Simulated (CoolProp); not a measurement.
Vapour-liquid equilibrium of CH2F2 (R32) (1) + R236FA (2) at 266.1 K; x and y are mole fractions of (1).

Model: multi-fluid Helmholtz-energy mixture model, Tillner-Roth 1997 and Pan 2012; pair parameters Bell 2016, in CoolProp.

```csv
x,"bubble pressure, mixture model (MPa)","bubble pressure, Raoult's law (MPa)","y, mixture model","y, Raoult's law"
0.05,0.1061,0.1082,?,0.298
0.2,0.1889,0.1929,0.643,0.668
0.35,0.2738,0.2776,0.792,0.813
0.5,0.3578,0.3623,?,0.890
0.65,?,0.4470,?,0.937
0.8,0.5255,0.5317,?,0.970
0.95,?,0.6164,0.991,0.994
```

Task: What belongs in the gaps?

Result: 
- 0.05, y, mixture model: 0.274
- 0.5, y, mixture model: 0.871
- 0.65, bubble pressure, mixture model (MPa): 0.4410
- 0.65, y, mixture model: 0.922
- 0.8, y, mixture model: 0.960
- 0.95, bubble pressure, mixture model (MPa): 0.6139

The largest gap from Raoult's law is -2.1 % in bubble pressure, at x = 0.2. No azeotrope shows between x = 0.05 and 0.95.

Pair parameters are fitted to limited data, so mixtures are less certain than the pure fluids.
